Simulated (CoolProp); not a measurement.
Vapour-liquid equilibrium of carbon dioxide (1) + propylene (2) at 270.1 K; x and y are mole fractions of (1).

Model: multi-fluid Helmholtz-energy mixture model, Span 1996 and Lemmon 2013; pair parameters Bell 2016, in CoolProp.

**Question.** Give the bubble pressure and the first vapour's composition at x = 0.05, 0.8, 0.95. Is there an azeotrope?

**Answer.** x = 0.05: 7.375 bar, y = 0.282; x = 0.8: 27.72 bar, y = 0.910; x = 0.95: 31.00 bar, y = 0.974. No azeotrope shows between x = 0.05 and 0.95.

Pair parameters are fitted to limited data, so mixtures are less certain than the pure fluids.
